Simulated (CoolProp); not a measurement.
Vapour-liquid equilibrium of hydrogen chloride (1) + n-butane (2) at 261 K; x and y are mole fractions of (1).

Computed with CoolProp (multi-fluid Helmholtz-energy mixture model, Thol 2018 and Bücker 2006; pair parameters Bell 2016).

| x | bubble pressure (MPa) | y at the bubble point | dew pressure at overall composition x (MPa) | liquid density (mol/L) |
|---|---|---|---|---|
| 0.05 | 0.2189 | 0.709 | 0.06699 | 10.91 |
| 0.2 | 0.6564 | 0.905 | 0.07967 | 12.10 |
| 0.35 | 0.9803 | 0.939 | 0.09815 | 13.52 |
| 0.5 | 1.193 | 0.953 | 0.1276 | 15.26 |
| 0.65 | 1.355 | 0.963 | 0.1820 | 17.48 |
| 0.8 | 1.530 | 0.974 | 0.3169 | 20.47 |
| 0.95 | 1.764 | 0.992 | 1.145 | 24.79 |

No azeotrope shows between x = 0.05 and 0.95.

The pair parameters rest on a limited set of measurements; away from them the model extrapolates. With so large a gap from Raoult's law the liquid may split in two, which this calculation doesn't test in full.
